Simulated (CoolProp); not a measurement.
CF4 (R14) at 298.15 K and 1.06 MPa flows at 0.61 m/s in a round tube of 20 mm bore and 15 µm roughness, fully developed (64/Re and Nu = 3.66 if laminar; Colebrook and Gnielinski if turbulent). Each further row changes one setting.

Model: reference Helmholtz-energy equation of state, Platzer 1990, in CoolProp. This equation is an older, rougher fit.

| case | Reynolds number | Darcy friction factor | pressure drop (Pa/m) | heat-transfer coefficient (W/(m² K)) | mass flow (kg/h) |
|---|---|---|---|---|---|
| as stated | 26900 | 0.0259 | 9.44 | 60.2 | 27.0 |
| velocity 1.22 m/s | 53800 | 0.0231 | 33.6 | 109 | 54.0 |
| diameter 40 mm | 53800 | 0.0219 | 3.99 | 51.4 | 108 |

Viscosity comes from a separate model (Huber 2003), an estimate that may be off by 10 % or more. Thermal conductivity comes from a separate model (Huber 2003), an estimate that may be off by 10 % or more.
